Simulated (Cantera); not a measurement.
An adiabatic, constant-volume homogeneous reactor starts with H2 : O2 : N2 = 1 : 0.227 : 0.855 (molar parts), at 1473 K and 110000 Pa.

Model: GRI-Mech 3.0 (53 species, 325 reactions), integrated in Cantera.

Problem. Predict: time of steepest temperature rise; temperature at 0.500 s; equilibrium temperature; x(H2) at 0.500 s; x(O2) at 0.500 s; x(NO2) at 0.500 s; x(H) at 0.500 s; x(H2O2) at 0.500 s; x(NO) at 0.500 s.

Solution. 
| Item | Value |
|---|---|
| time of steepest temperature rise | 14.4 µs |
| temperature at 0.500 s | 2913 K |
| equilibrium temperature | 2913 K |
| x(H2) at 0.500 s | 0.272 (gas-phase equilibrium 0.272) |
| x(O2) at 0.500 s | 0.000373 (gas-phase equilibrium 0.000373) |
| x(NO2) at 0.500 s | 4.99e-8 (gas-phase equilibrium 4.99e-8) |
| x(H) at 0.500 s | 0.0445 (gas-phase equilibrium 0.0445) |
| x(H2O2) at 0.500 s | 9.20e-8 (gas-phase equilibrium 9.20e-8) |
| x(NO) at 0.500 s | 0.00136 (gas-phase equilibrium 0.00136) |
